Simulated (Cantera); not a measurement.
A Cantera script and its output.

```python
import numpy as np
import cantera as ct

gas = ct.Solution("gri30.yaml")
gas.TPX = 1150, 101325, {'C3H8': 1.3, 'O2': 4.55, 'N2': 17.1}
reactor = ct.IdealGasConstPressureReactor(gas, energy="on", clone=False)
net = ct.ReactorNet([reactor])
net.rtol, net.atol = 1e-08, 1e-16
show = ['C3H8', 'O2', 'NO', 'O', 'HO2']
times = np.geomspace(3e-06, 0.6, 16)

steps = ct.SolutionArray(gas, extra=["t"])
rows = []
print(f"{'t/s':>10s}{'T/K':>9s}{'P/Pa':>11s}" + "".join(f"{s:>11s}" for s in show))
for t in times:
    while net.time < t:
        t_next = net.step()
        steps.append(gas.state, t=t_next)
    rows.append([np.interp(t, steps.t, y) for y in (steps.T, steps.P, *steps(*show).X.T)])
    print(f"{t:10.3e}{rows[-1][0]:9.1f}{rows[-1][1]:11.4g}" + "".join(f"{x:11.3e}" for x in rows[-1][2:]))
rate = np.gradient(steps.T, steps.t)
print("integrator steps:", len(steps.t))
if steps.T.max() > steps.T[0] + 200:
    print(f"time of steepest temperature rise: {steps.t[rate.argmax()]:.4e} s")
gas.TPX = 1150, 101325, {'C3H8': 1.3, 'O2': 4.55, 'N2': 17.1}
gas.equilibrate("HP")
print(f"equilibrium (HP): T = {gas.T:.1f} K  " + "  ".join(f"{s} {gas[s].X[0]:.3e}" for s in show))
```

Result:

```
       t/s      T/K       P/Pa       C3H8         O2         NO          O        HO2
 3.000e-06   1150.0  1.013e+05  5.664e-02  1.983e-01  1.415e-21  1.513e-10  7.274e-08
 6.769e-06   1150.0  1.013e+05  5.664e-02  1.983e-01  7.985e-21  2.407e-10  2.580e-07
 1.527e-05   1150.0  1.013e+05  5.664e-02  1.983e-01  3.018e-20  2.944e-10  7.453e-07
 3.446e-05   1150.0  1.013e+05  5.664e-02  1.983e-01  9.667e-20  3.817e-10  1.830e-06
 7.776e-05   1150.0  1.013e+05  5.664e-02  1.983e-01  3.566e-19  6.727e-10  3.991e-06
 1.754e-04   1149.9  1.013e+05  5.662e-02  1.982e-01  2.287e-18  1.651e-09  6.891e-06
 3.959e-04   1149.8  1.013e+05  5.654e-02  1.982e-01  1.943e-17  3.018e-09  6.391e-06
 8.932e-04   1149.8  1.013e+05  5.632e-02  1.981e-01  7.605e-17  3.255e-09  5.542e-06
 2.015e-03   1149.8  1.013e+05  5.581e-02  1.978e-01  2.285e-16  3.733e-09  6.122e-06
 4.547e-03   1150.1  1.013e+05  5.453e-02  1.972e-01  7.433e-16  5.067e-09  7.730e-06
 1.026e-02   1153.0  1.013e+05  5.063e-02  1.949e-01  3.899e-15  1.119e-08  1.372e-05
 2.315e-02   2603.3  1.013e+05  7.433e-39  7.978e-04  1.080e-03  6.659e-04  3.374e-07
 5.223e-02   2600.9  1.013e+05  7.845e-39  7.750e-04  1.505e-03  6.503e-04  3.283e-07
 1.179e-01   2600.9  1.013e+05  7.845e-39  7.750e-04  1.505e-03  6.503e-04  3.283e-07
 2.659e-01   2600.9  1.013e+05  7.845e-39  7.750e-04  1.505e-03  6.503e-04  3.283e-07
 6.000e-01   2600.9  1.013e+05  7.845e-39  7.750e-04  1.505e-03  6.503e-04  3.283e-07
integrator steps: 2144
time of steepest temperature rise: 1.8244e-02 s
equilibrium (HP): T = 2600.9 K  C3H8 1.097e-38  O2 7.750e-04  NO 1.505e-03  O 6.503e-04  HO2 3.283e-07
```

Detailed kinetics in Cantera: GRI-Mech 3.0 (53 species, 325 reactions). GRI-Mech 3.0 was tuned for natural gas; its chemistry of propane as a main component is partial and can be far from experiment.
